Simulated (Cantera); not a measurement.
A perfectly stirred reactor is fed with 25.1 % H2, 15.7 % O2, 58.9 % N2, 0.426 % NO, at 2.60 bar; it is adiabatic with a 300 K inlet, and is followed from long to short residence time, starting on the burning branch (τ in s: 0.09, 0.045, 0.023, 0.011, 0.0057, 0.0029, 0.0014, 0.00072, 0.00036, 0.00018, 9.1e-05, 4.6e-05, 2.3e-05).

Model: GRI-Mech 3.0 (53 species, 325 reactions), integrated in Cantera. The hydrogen kinetics of GRI-Mech 3.0 are dated; newer H2 mechanisms differ, most at raised pressure. The mechanism lacks 2 NO + O2 → 2 NO2 and HONO, so NO2 and the effect of NO are under-described below about 1400 K.

x: mole fraction; the columns are a selection and need not sum to one.

```csv
τ (s),T (K),x H2,x O2,x NO,x NO2,x H,x N2
0.090,2177,0.00101,0.0352,0.00474,4.16e-6,0.000106,0.672
0.045,2175,0.00109,0.0352,0.00477,4.23e-6,0.000117,0.672
0.023,2173,0.00124,0.0352,0.00480,4.33e-6,0.000139,0.672
0.011,2169,[?],0.0352,0.00481,4.44e-6,[?],0.671
0.0057,2163,0.00199,0.0352,0.00481,4.48e-6,0.000274,0.671
0.0029,2152,0.00278,0.0353,0.00481,4.40e-6,0.000449,0.671
0.0014,2133,0.00412,0.0356,0.00480,4.09e-6,0.000819,0.670
0.00072,2108,0.00596,0.0360,0.00479,3.67e-6,0.00146,0.668
0.00036,2071,0.00863,0.0368,0.00478,3.20e-6,0.00264,0.666
0.00018,2018,0.0122,0.0381,0.00477,2.79e-6,0.00467,0.664
9.1e-5,1949,[?],0.0399,0.00475,[?],[?],0.660
4.6e-5,1861,0.0217,0.0426,0.00473,2.27e-6,0.0125,0.655
2.3e-5,1750,0.0283,0.0465,0.00469,2.14e-6,0.0187,0.649
```

Question: Fill in the missing entries.

Answer: 
- 0.011, x H2: 0.00153
- 0.011, x H: 0.000187
- 9.1e-5, x H2: 0.0165
- 9.1e-5, x NO2: 2.49e-6
- 9.1e-5, x H: 0.00784
